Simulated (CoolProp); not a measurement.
Model: reference Helmholtz-energy equation of state, de Reuck 1993, in CoolProp.

Q: For methanol, give the phase and the Z, cp (kJ/(kg K)), isothermal compressibility (1/MPa), viscosity (µPa s) at 620 K and 301 bar; 620 K and 411 bar.

A: 
- 620 K and 301 bar: supercritical; Z 0.539, cp 5.69, isothermal compressibility 0.0294, viscosity 44.5
- 620 K and 411 bar: supercritical; Z 0.593, cp 5.14, isothermal compressibility 0.0133, viscosity 54.9

Viscosity comes from a separate model (Xiang 2006).
